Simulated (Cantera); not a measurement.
An isothermal, constant-pressure homogeneous reactor starts with 3.47 % H2, 96.5 % O2, equivalence ratio 0.018, at 1100 K and 0.0132 atm.

Model: GRI-Mech 3.0 (53 species, 325 reactions), integrated in Cantera. Radical loss at walls, strong at low pressure, is not modelled. The temperature is held fixed by assumption; the heat of reaction is taken as removed at once.

x: mole fraction; the columns are a selection and need not sum to one.

```
t (s)           x H2   x O2         x O     x H2O        x OH         x H
--------  ----------  -----  ----------  --------  ----------  ----------
1.00e-5       0.0347  0.965    2.60e-12    <1e-12    2.56e-12    3.65e-11
3.15e-5       0.0347  0.965    2.33e-11  2.17e-12    2.21e-11    1.02e-10
9.92e-5       0.0347  0.965    1.84e-10  5.18e-11    1.56e-10    2.54e-10
0.000312      0.0347  0.965     1.42e-9   1.02e-9    9.66e-10    8.15e-10
0.000984      0.0347  0.965     2.83e-8   3.61e-8     1.67e-8     1.14e-8
0.00310       0.0346  0.965     7.28e-5  0.000102     4.23e-5     2.89e-5
0.00976     0.000503  0.942      0.0203    0.0312     0.00179     0.00455
0.0307      0.000255  0.952      0.0118    0.0332     0.00129     0.00188
0.0968       7.43e-5  0.961     0.00341    0.0347    0.000694    0.000290
0.305        1.10e-5  0.964    0.000514    0.0352    0.000269     1.69e-5
0.960     (withheld)  0.965  (withheld)    0.0353  (withheld)  (withheld)
3.02         1.95e-7  0.965     9.60e-6    0.0353     3.71e-5     4.33e-8
9.53         3.67e-8  0.965     1.84e-6    0.0354     1.63e-5     3.65e-9
30.0         8.53e-9  0.965     4.35e-7    0.0354     7.89e-6    4.18e-10
```

**Question.** Fill in the missing entries.

**Answer.** 
- 0.960, x H2: 1.35e-6
- 0.960, x O: 6.46e-5
- 0.960, x OH: 9.59e-5
- 0.960, x H: 7.55e-7
